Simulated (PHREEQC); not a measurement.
Solution A (0.00073 mol Na2HAsO4 and 0.0046 mol HCl per kg of water) is mixed with solution B (2.1 mmol/kgw H2SeO3 and 0.083 mmol/kgw H3PO4) at 20 °C; shares are by mass of water, 1 kg in all. The system is closed to oxygen. No CO2 enters from the air. The run lets Halite precipitate or redissolve, and no other solid.

Equilibrium calculation in PHREEQC: ion-association model, wateq4f.dat.

| share of solution B | pH | H2PO4- (mol/kgw) | H2AsO4- (mol/kgw) | HSeO3- (mol/kgw) | H2SeO3 (mol/kgw) | H3AsO4 (mol/kgw) | H3PO4 (mol/kgw) |
|---|---|---|---|---|---|---|---|
| 0 | 2.47 | 0 | 0.000459 | 0 | 0 | 0.000271 | 0 |
| 0.1 | 2.51 | 5.92e-6 | 0.000424 | 7.98e-5 | 0.000130 | 0.000233 | 2.38e-6 |
| 0.2 | ? | 1.21e-5 | 0.000386 | 0.000167 | ? | 0.000198 | 4.51e-6 |
| 0.3 | ? | ? | 0.000347 | 0.000263 | ? | 0.000164 | 6.39e-6 |
| 0.4 | 2.61 | 2.52e-5 | 0.000305 | 0.000368 | 0.000472 | 0.000133 | ? |
| 0.5 | 2.65 | ? | 0.000261 | 0.000483 | 0.000567 | 0.000104 | 9.32e-6 |
| 0.6 | 2.70 | 3.94e-5 | 0.000215 | 0.000609 | 0.000651 | 7.74e-5 | 1.04e-5 |
| 0.7 | 2.74 | 4.69e-5 | 0.000165 | ? | 0.000722 | 5.39e-5 | 1.12e-5 |
| 0.8 | 2.79 | 5.47e-5 | 0.000113 | 0.000900 | 0.000780 | 3.31e-5 | 1.17e-5 |
| 0.9 | 2.84 | 6.27e-5 | 5.79e-5 | 0.00107 | 0.000824 | 1.51e-5 | 1.20e-5 |
| 1 | 2.90 | 7.10e-5 | 0 | 0.00125 | 0.000854 | 0 | 1.20e-5 |

Task: Some entries are withheld; supply them.

Result: 
- 0.2, pH: 2.54
- 0.2, H2SeO3 (mol/kgw): 0.000253
- 0.3, pH: 2.58
- 0.3, H2PO4- (mol/kgw): 1.85e-5
- 0.3, H2SeO3 (mol/kgw): 0.000367
- 0.4, H3PO4 (mol/kgw): 7.99e-6
- 0.5, H2PO4- (mol/kgw): 3.22e-5
- 0.7, HSeO3- (mol/kgw): 0.000748

H3PO4, which wateq4f.dat lacks, is added to it with the constant of phreeqc.dat.
